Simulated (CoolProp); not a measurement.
Vapour-liquid equilibrium of R125 (1) + cyclopropane (2) at 285.7 K; x and y are mole fractions of (1).

Values from CoolProp's multi-fluid Helmholtz-energy mixture model, Lemmon 2005 and Polt 1992; pair parameters Bell 2016. This equation is an older, rougher fit; its heat capacities, sound speeds and derivatives of the liquid may be far off and weren't checked against measurements.

```csv
x,"bubble pressure, mixture model (MPa)","bubble pressure, Raoult's law (MPa)","y, mixture model","y, Raoult's law"
0.05,0.6216,0.5331,0.199,0.092
0.2,0.8249,0.6034,0.445,0.324
0.35,…,0.6737,…,0.508
0.5,…,0.7441,…,0.658
0.65,1.013,0.8144,0.696,0.781
0.8,1.023,0.8847,0.795,0.885
0.95,0.9975,0.9550,0.938,0.973
```

**Question.** Some entries are withheld; supply them.

**Answer.** 
- 0.35, bubble pressure, mixture model (MPa): 0.9233
- 0.35, y, mixture model: 0.548
- 0.5, bubble pressure, mixture model (MPa): 0.9790
- 0.5, y, mixture model: 0.620

The largest gap from Raoult's law is +37.0 % in bubble pressure, at x = 0.35. y crosses x between x = 0.65 and 0.8: the model has an azeotrope there.

The pair parameters rest on a limited set of measurements; away from them the model extrapolates.
